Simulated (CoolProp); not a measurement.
Propylene glycol at several states: fugacity coefficient from the reference equation and from simpler models built on Tc = 674.0 K, pc = 72.92 bar, ω = 0.327; each cubic takes its own stable root.

Model: reference Helmholtz-energy equation of state, Eisenbach 2021, in CoolProp.

```csv
T (K),p (bar),phase,reference
494.7,11.2,liquid,0.2282
403.6,0.105,gas,0.9966
499.8,327,liquid,0.01721
235.3,7.11,liquid,1.520e-8
521.4,18.9,liquid,0.2562
```

**Question.** How far does each simpler model (Redlich-Kwong, Soave-Redlich-Kwong, Peng-Robinson) lie from the reference over these 5 states: mean and median of the absolute difference, and the worst?

**Answer.** 
- Redlich-Kwong: mean 39457.5 %, median 226.0 %, worst +196676.3 % at 235.3 K and 7.11 bar
- Soave-Redlich-Kwong: mean 3454.9 %, median 101.2 %, worst +16992.1 % at 235.3 K and 7.11 bar
- Peng-Robinson: mean 4712.2 %, median 84.0 %, worst +23301.3 % at 235.3 K and 7.11 bar
